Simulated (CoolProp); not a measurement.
Saturation properties of isohexane.

Computed with CoolProp (reference Helmholtz-energy equation of state, Lemmon 2006). It is a short technical equation, of lower accuracy than the large ones.

```tsv
T (K)	p (kPa)	liquid density (kg/m³)	vapour density (kg/m³)	enthalpy of vaporisation (kJ/kg)	surface tension (mN/m)
397.1	535.1	545.2	16.50	268.3	7.45
402.1	594.9	538.9	18.38	263.0	7.01
407	658.3	532.6	20.39	257.7	6.58
412	728.0	525.9	22.64	252.0	6.15
417	803.1	519.0	25.11	246.1	5.72
421.9	882.1	512.0	27.76	240.1	5.31
426.9	968.6	504.6	30.73	233.6	4.90
431.9	1061	497.0	34.01	226.9	4.49
436.8	1158	489.1	37.55	219.9	4.09
441.8	1264	480.7	41.56	212.4	3.69
446.8	1377	471.8	46.02	204.4	3.30
451.7	1495	462.6	50.91	196.1	2.93
456.7	1623	452.7	56.53	187.0	2.55
461.7	1760	441.9	62.92	177.2	2.18
```

It boils at 333.4 K under 1 atm.

Surface tension comes from a separate correlation (Mulero 2012).
